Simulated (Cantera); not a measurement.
Input: 1 mol Si, a varied amount of HF, 0.18 mol H₂, equilibrated at 900 °C and 3.50 mbar.

Method: chemical equilibrium by Gibbs-energy minimisation in Cantera with the NASA 1993 tables (ideal gas, pure condensed phases). Candidate condensed phases: Si; 25 gas species. Rates play no part.

### Question
At 8.2 mol HF, list the 3 most abundant gas species with their mole fractions, and the condensed phases.

### Answer
HF 0.569, H₂ 0.295, SiF₄ 0.135. Condensed: gas only.
